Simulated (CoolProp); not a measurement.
Properties of ethylene at several states (Tc = 9.2 °C, pc = 5.042 MPa, ω = 0.087).

Values from CoolProp's reference Helmholtz-energy equation of state, Smukala 2000.

| T (°C) | p (MPa) | phase | density (kg/m³) | speed of sound (m/s) | expansivity (1/kK) |
|---|---|---|---|---|---|
| 108.35 | 0.0594 | gas | 0.5261 | 367.1 | 2.635 |
| 45.15 | 3.6 | gas | 46.77 | 302.9 | 5.930 |
| 166.95 | 0.0201 | gas | 0.1541 | 390.8 | 2.275 |
| 170.05 | 3.42 | gas | 27.37 | 381.8 | 2.736 |
| 176.45 | 0.0857 | gas | 0.6439 | 394.2 | 2.235 |
| -147.95 | 0.118 | liquid | 627.5 | 1625 | 2.067 |
